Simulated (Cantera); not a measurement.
An adiabatic, constant-pressure homogeneous reactor starts with H2 : O2 : N2 : H2O = 1 : 1.39 : 5.22 : 0.27 (molar parts), at 1400 K and 4.15 atm.

Computed with Cantera and the H2/O2 subset of GRI-Mech 3.0, which has no nitrogen chemistry. The hydrogen kinetics of GRI-Mech 3.0 are dated; newer H2 mechanisms differ, most at raised pressure.

Predict: time of steepest temperature rise; temperature at 1.00 s; equilibrium temperature; x(H2) at 1.00 s; x(O2) at 1.00 s; x(H2O) at 1.00 s; x(O) at 1.00 s; x(H2O2) at 1.00 s; x(HO2) at 1.00 s; x(OH) at 1.00 s.


| Quantity | Result |
|---|---|
| time of steepest temperature rise | 5.95 µs |
| temperature at 1.00 s | 2255 K |
| equilibrium temperature | 2255 K |
| x(H2) at 1.00 s | 0.000384 (gas-phase equilibrium 0.000384) |
| x(O2) at 1.00 s | 0.119 (gas-phase equilibrium 0.119) |
| x(H2O) at 1.00 s | 0.169 (gas-phase equilibrium 0.169) |
| x(O) at 1.00 s | 0.000645 (gas-phase equilibrium 0.000645) |
| x(H2O2) at 1.00 s | 4.71e-7 (gas-phase equilibrium 4.71e-7) |
| x(HO2) at 1.00 s | 8.60e-6 (gas-phase equilibrium 8.60e-6) |
| x(OH) at 1.00 s | 0.00489 (gas-phase equilibrium 0.00489) |
